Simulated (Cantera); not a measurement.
Reactions in the system C-H-Ta

Source: NASA polynomial tables (part measured, part estimated), evaluated in Cantera. Values are per mole of reaction as written; species without (g) are pure solids or liquids, kept so even where they would boil at 1 bar. TaC: taken at fixed stoichiometry.

2 C2H2(g) + 3 Ta → CH4(g) + 3 TaC

```json
[
 {"T (K)": "350", "ΔH° (kJ)": "-964.1", "ΔS° (J/K)": "-215.4", "ΔG° (kJ)": "-888.8", "log10 K": "132.64"},
 {"T (K)": "550", "ΔH° (kJ)": "-966.3", "ΔS° (J/K)": "-220.5", "ΔG° (kJ)": "-845.1", "log10 K": "80.25"},
 {"T (K)": "750", "ΔH° (kJ)": "-966.8", "ΔS° (J/K)": "-221.3", "ΔG° (kJ)": "-800.8", "log10 K": "55.77"},
 {"T (K)": "950", "ΔH° (kJ)": "-966.2", "ΔS° (J/K)": "-220.6", "ΔG° (kJ)": "-756.6", "log10 K": "41.60"},
 {"T (K)": "1150", "ΔH° (kJ)": "-964.6", "ΔS° (J/K)": "-219.1", "ΔG° (kJ)": "-712.6", "log10 K": "32.37"}
]
```

2 H(g) + 2 TaC → 2 Ta + C2H2(g)

```
T (K)  ΔH° (kJ)  ΔS° (J/K)  ΔG° (kJ)  log10 K
-----  --------  ---------  --------  -------
350        79.3      -33.7      91.1   -13.60
550        74.7      -44.0      98.9    -9.40
750        70.2      -51.0     108.5    -7.56
950        66.0      -56.0     119.2    -6.55
1150       62.1      -59.7     130.8    -5.94
```

Ta + 2 C2H4(g) → TaC + C3H8(g)

```csv
T (K),ΔH° (kJ),ΔS° (J/K),ΔG° (kJ),log10 K
350,-353.7,-167.3,-295.2,44.05
550,-352.8,-165.2,-261.9,24.87
750,-351.3,-162.9,-229.1,15.96
950,-349.5,-160.8,-196.7,10.82
1150,-347.5,-158.9,-164.8,7.48
```

4 CH3(g) + Ta → TaC + 3 CH4(g)

```
T (K)  ΔH° (kJ)  ΔS° (J/K)  ΔG° (kJ)  log10 K
-----  --------  ---------  --------  -------
350      -957.3     -221.5    -879.7   131.29
550      -962.5     -233.5    -834.0    79.21
750      -964.7     -237.0    -786.9    54.80
950      -964.5     -236.9    -739.5    40.66
1150     -962.5     -235.0    -692.3    31.44
```
